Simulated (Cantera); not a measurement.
A closed system holds: 1 mol CuO, 1.1 mol CO, equilibrated at 552 °C and 0.278 Torr.

These are equilibrium values from Cantera (NASA tables, ideal gas, pure condensed phases), not measurements of a reactor. Candidate condensed phases: C, Cu, CuO, Cu2O; 15 gas species. Rates play no part.

Base state: CO2 0.909, CO 0.0909 (mole fractions); condensed: Cu(s).

Q: What changes in the equilibrium state with this change: CuO replaced by MgO?

A: 
| species | before | after |
|---|---|---|
| CO | 0.0909 | 0.984 |
| CO2 | 0.909 | 0.0161 |
| Cu(s), mol | 1.00 | 0 |
| C(graphite), mol | 0 | 0.0175 |
| MgO(s), mol | 0 | 1.00 |
Further candidate phases: Mg, MgCO3, MgO.
